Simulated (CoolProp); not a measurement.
Hydrogen sulfide along the isotherm 244.2 K: Z from the reference equation and from simpler models built on Tc = 373.1 K, pc = 8.999 MPa, ω = 0.101; each cubic takes its own stable root.

The numbers come from the reference Helmholtz-energy equation of state, Lemmon 2006 in CoolProp. It is a short technical equation, of lower accuracy than the large ones.

```csv
p (MPa),phase,reference,van der Waals,Redlich-Kwong,Soave-Redlich-Kwong
0.285,gas,0.9579,0.9742,0.9640,0.9633
0.48,liquid,0.009033,0.9558,0.009412,0.009346
0.81,liquid,0.01524,0.9229,0.01587,0.01576
1.37,liquid,0.02575,0.03924,0.02681,0.02663
2.31,liquid,0.04335,0.06593,0.04513,0.04482
3.9,liquid,0.07303,0.1107,0.07596,0.07546
6.57,liquid,0.1226,0.1848,0.1273,0.1265
11.1,liquid,0.2058,0.3080,0.2135,0.2122
18.7,liquid,0.3435,0.5094,0.3555,0.3536
31.6,liquid,0.5722,0.8402,0.5907,0.5880
53.3,liquid,0.9455,1.376,0.9739,0.9704
```

At some of these states van der Waals gives the other phase, because its saturation line lies elsewhere.
